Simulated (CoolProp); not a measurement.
Vapour-liquid equilibrium of n-butane (1) + R113 (2) at -21.95 °C; x and y are mole fractions of (1).

The numbers come from the multi-fluid Helmholtz-energy mixture model, Bücker 2006 and Marx 1992; pair parameters Bell 2016 in CoolProp.

```
x      bubble pressure, mixture model (bar)  bubble pressure, Raoult's law (bar)  y, mixture model  y, Raoult's law
-----  ------------------------------------  -----------------------------------  ----------------  ---------------
0.05                                0.07374                              0.06474             0.401            0.320
0.125                                0.1116                              0.09230             0.633            0.560
0.2                                  0.1460                               0.1199             0.740            0.690
0.275                                0.1774                               0.1474             0.803            0.772
0.35                                 0.2061                               0.1750             0.845            0.828
0.425                                0.2327                               0.2025             0.875            0.868
0.5                                  0.2576                               0.2301             0.898            0.899
0.575                                0.2813                               0.2576             0.918            0.924
0.65                                 0.3042                               0.2852             0.934            0.943
0.725                                0.3268                               0.3128             0.950            0.959
0.8                                  0.3495                               0.3403             0.964            0.973
0.875                                0.3727                               0.3679             0.977            0.984
0.95                                 0.3969                               0.3954             0.991            0.994
```

The largest gap from Raoult's law is +21.8 % in bubble pressure, at x = 0.2. No azeotrope shows between x = 0.05 and 0.95.

The pair parameters rest on a limited set of measurements; away from them the model extrapolates.
